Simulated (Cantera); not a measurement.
# Thermodynamics of carbon deposition, reforming and gasification, feed C3H8 + O2 + N2 + H2O

Charge: 1 mol C3H8, 0.77 mol O2, 0.18 mol N2, 3.2 mol H2O, equilibrated at 0.133 bar.

These are equilibrium values from Cantera (NASA tables, ideal gas, pure condensed phases), not measurements of a reactor. Candidate condensed phases: C, C6H6, C7H8, C8H18, H2O; 136 gas species. Equilibrium is a limit: real reactors are often held back by kinetics, nucleation or transport.

At 775 K the condensed part is C(graphite). From 875 K to 1775 K nothing is condensed. The main C-bearing gas is CO2 at 775 K and CO at 1775 K.

```
T (K)   x H2    x CO   x H2O   x CO2     x CH4    x N2  n C(graphite)
-----  -----  ------  ------  ------  --------  ------  -------------
775    0.499  0.0679   0.204   0.140    0.0679  0.0210          0.631
875    0.588   0.197  0.0981  0.0867    0.0129  0.0178              0
975    0.589   0.225   0.105  0.0639  0.000589  0.0174              0
1075   0.577   0.238   0.116  0.0514   3.98e-5  0.0173              0
1175   0.568   0.247   0.125  0.0424   4.27e-6  0.0173              0
1275   0.562   0.253   0.132  0.0358   6.54e-7  0.0173              0
1375   0.557   0.258   0.137  0.0307   1.33e-7  0.0173              0
1475   0.553   0.262   0.141  0.0269   3.36e-8  0.0173              0
1575   0.550   0.265   0.144  0.0239   1.02e-8  0.0173              0
1675   0.547   0.267   0.146  0.0215   3.57e-9  0.0173              0
1775   0.545   0.269   0.148  0.0196   1.42e-9  0.0173              0
```
x: gas mole fraction; n: condensed amount in mol.
